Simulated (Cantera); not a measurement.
Feed: 1 mol CH3SiH3, 0.91 mol CH4, 110 mol H2, equilibrated at 1000 Pa.

Method: chemical equilibrium by Gibbs-energy minimisation in Cantera with the NASA 1993 tables (ideal gas, pure condensed phases). Candidate condensed phases: C, C6H6, C7H8, C8H18, Si, SiC; 87 gas species. The feed counts by its element totals alone. Kinetics and transport are ignored.

Task: At 1848 K, list the 4 most abundant gas species with their mole fractions, and the condensed phases.

Result: H2 0.994, H 0.00529, C2H2 (acetylene) 0.000256, Si 1.87e-5. Condensed: C(graphite) + SiC(s).
